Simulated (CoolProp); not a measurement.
Vapour-liquid equilibrium of benzene (1) + n-dodecane (2) at 0.308 MPa; x and y are mole fractions of (1).

Computed with CoolProp (multi-fluid Helmholtz-energy mixture model, Thol 2012 and Lemmon 2004; pair parameters Bell 2016).

```tsv
x	bubble temperature, mixture model (°C)	bubble temperature, Raoult's law (°C)	y, mixture model	y, Raoult's law
0.05	253.8	242.5	0.263	0.438
0.2	208.0	194.2	…	0.849
0.35	…	168.1	…	0.942
0.5	154.6	151.5	…	0.974
0.65	141.1	139.6	0.985	0.988
0.8	131.3	130.5	…	0.995
0.95	123.4	123.2	0.999	0.999
```

### Question
Complete the blanks.

### Answer

- 0.2, y, mixture model: 0.762
- 0.35, bubble temperature, mixture model (°C): 175.1
- 0.35, y, mixture model: 0.919
- 0.5, y, mixture model: 0.966
- 0.8, y, mixture model: 0.994

The largest gap from Raoult's law is +13.8 K in bubble temperature, at x = 0.2. No azeotrope shows between x = 0.05 and 0.95.

The pair parameters rest on a limited set of measurements; away from them the model extrapolates.
